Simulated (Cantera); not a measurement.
# Hydrocarbon pyrolysis for carbon deposition

A perfectly stirred reactor is fed with 13.9 % C₂H₆, 86.1 % N₂, at 0.000310 bar; it is held at 1998 K, and followed from long to short residence time.

Detailed kinetics in Cantera: GRI-Mech 3.0 (53 species, 325 reactions). GRI-Mech 3.0 stops at C3 and has no aromatics, soot or wall deposition, so with more carbon than oxygen in the feed, carbon stays in small species such as C2H2 where larger ones or solid carbon would form. Radical loss at walls, strong at low pressure, is not modelled.

```json
[
 {"τ (s)": "4.7", "x C₂H₆": "3.34e-5", "x H": "0.00385", "x CH₃": "0.00266", "x C₂H₄": "0.000264", "x CH₄": "0.00707", "x HCN": "0.000536", "x C₂H": "3.65e-5"},
 {"τ (s)": "2.2", "x C₂H₆": "7.11e-5", "x H": "0.00394", "x CH₃": "0.00399", "x C₂H₄": "0.000540", "x CH₄": "0.0100", "x HCN": "0.000351", "x C₂H": "3.77e-5"},
 {"τ (s)": "1.1", "x C₂H₆": "0.000141", "x H": "0.00410", "x CH₃": "0.00576", "x C₂H₄": "0.00101", "x CH₄": "0.0134", "x HCN": "0.000242", "x C₂H": "3.95e-5"},
 {"τ (s)": "0.52", "x C₂H₆": "0.000293", "x H": "0.00434", "x CH₃": "0.00858", "x C₂H₄": "0.00193", "x CH₄": "0.0178", "x HCN": "0.000163", "x C₂H": "4.22e-5"},
 {"τ (s)": "0.25", "x C₂H₆": "0.000600", "x H": "0.00462", "x CH₃": "0.0126", "x C₂H₄": "0.00352", "x CH₄": "0.0225", "x HCN": "0.000112", "x C₂H": "4.52e-5"},
 {"τ (s)": "0.12", "x C₂H₆": "0.00123", "x H": "0.00491", "x CH₃": "0.0184", "x C₂H₄": "0.00620", "x CH₄": "0.0273", "x HCN": "7.61e-5", "x C₂H": "4.81e-5"},
 {"τ (s)": "0.059", "x C₂H₆": "0.00245", "x H": "0.00515", "x CH₃": "0.0263", "x C₂H₄": "0.0103", "x CH₄": "0.0312", "x HCN": "5.22e-5", "x C₂H": "4.98e-5"},
 {"τ (s)": "0.028", "x C₂H₆": "0.00507", "x H": "0.00527", "x CH₃": "0.0375", "x C₂H₄": "0.0164", "x CH₄": "0.0328", "x HCN": "3.45e-5", "x C₂H": "4.86e-5"},
 {"τ (s)": "0.014", "x C₂H₆": "0.00993", "x H": "0.00516", "x CH₃": "0.0506", "x C₂H₄": "0.0231", "x CH₄": "0.0307", "x HCN": "2.28e-5", "x C₂H": "4.25e-5"},
 {"τ (s)": "0.0066", "x C₂H₆": "0.0202", "x H": "0.00469", "x CH₃": "0.0657", "x C₂H₄": "0.0281", "x CH₄": "0.0239", "x HCN": "1.33e-5", "x C₂H": "2.91e-5"}
]
```
x: mole fraction; the columns are a selection and need not sum to one.
